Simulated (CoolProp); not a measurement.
C3F8 (R218) along the isotherm 104.35 °C: Z from the reference equation and from simpler models built on Tc = 71.9 °C, pc = 2640 kPa, ω = 0.317; each cubic takes its own stable root.

Computed with CoolProp (reference Helmholtz-energy equation of state, Lemmon 2006). It is a short technical equation, of lower accuracy than the large ones.

```tsv
p (kPa)	phase	reference
110	gas	0.9901
220	gas	0.9800
330	gas	0.9697
440	gas	0.9593
550	gas	0.9487
660	gas	0.9379
770	gas	0.9269
880	gas	0.9157
990	gas	0.9043
1100	gas	0.8927
1210	gas	0.8808
1320	gas	0.8688
```

Problem. How far does each simpler model (Pitzer virial, van der Waals, Redlich-Kwong, Soave-Redlich-Kwong, Peng-Robinson) lie from the reference over these 12 states: mean and median of the absolute difference, and the worst?

Solution. 
- Pitzer virial: mean 0.2 %, median 0.1 %, worst +0.6 % at 104.35 °C and 1320 kPa
- van der Waals: mean 0.1 %, median 0.0 %, worst -0.2 % at 104.35 °C and 1320 kPa
- Redlich-Kwong: mean 0.7 %, median 0.7 %, worst -1.2 % at 104.35 °C and 1320 kPa
- Soave-Redlich-Kwong: mean 0.1 %, median 0.1 %, worst -0.2 % at 104.35 °C and 770 kPa
- Peng-Robinson: mean 1.1 %, median 1.1 %, worst -1.9 % at 104.35 °C and 1320 kPa
